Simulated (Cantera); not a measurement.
A closed system holds: 1 mol SiHCl3, 0.044 mol CH4, 30 mol H2, held at 2648 K and 100000 Pa.

Method: chemical equilibrium by Gibbs-energy minimisation in Cantera with the NASA 1993 tables (ideal gas, pure condensed phases). Candidate condensed phases: C, C6H6, C7H8, C8H18, Si, SiC; 109 gas species. The tables' values for SiCl, SiCl3 are old estimates; treat these amounts as uncertain. Gases not in the tables: Si2H6 and higher silanes. Equilibrium is a limit: real reactors are often held back by kinetics, nucleation or transport.

Base state: H2 0.856, HCl 0.0699, H 0.0430, Si 0.0131, SiCl2 0.00729, SiCl 0.00276, SiH 0.00259, Cl 0.00245 (mole fractions); condensed: gas only.

**Question.** What changes in the equilibrium state with this change: temperature from 2648 K to 1073 K?

**Answer.** 
```csv
species,before,after
H2,0.856,0.963
HCl,0.0699,0.0123
SiCl4,4.02e-8,0.0115
H,0.0430,1.37e-8
Si,0.0131,<1e-9
SiHCl3,5.06e-7,0.0110
SiCl,0.00276,<1e-9
SiH,0.00259,<1e-9
Cl,0.00245,<1e-9
SiH2,0.00141,<1e-9
Si2C,0.000819,<1e-9
"Si(s), mol",0,0.188
"SiC(s), mol",0,0.0431
```
Mutual solubility and eutectic melting of coexisting phases are not modelled. The tables' values for SiCl3 are old estimates; treat these amounts as uncertain.

**Question.** What changes in the equilibrium state with this change: temperature from 2648 K to 1723 K?

**Answer.** 
| species | before | after |
|---|---|---|
| H2 | 0.856 | 0.923 |
| HCl | 0.0699 | 0.0619 |
| SiCl2 | 0.00729 | 0.0143 |
| H | 0.0430 | 0.000175 |
| Si | 0.0131 | 9.83e-7 |
| Si2C | 0.000819 | 6.80e-9 |
| Si2 | 0.000418 | 4.66e-9 |
| Si3 | 6.65e-5 | 1.16e-9 |
| Si(l), mol | 0 | 0.463 |
| SiC(s), mol | 0 | 0.0435 |
Mutual solubility and eutectic melting of coexisting phases are not modelled. The tables' values for SiCl3 are old estimates; treat these amounts as uncertain.
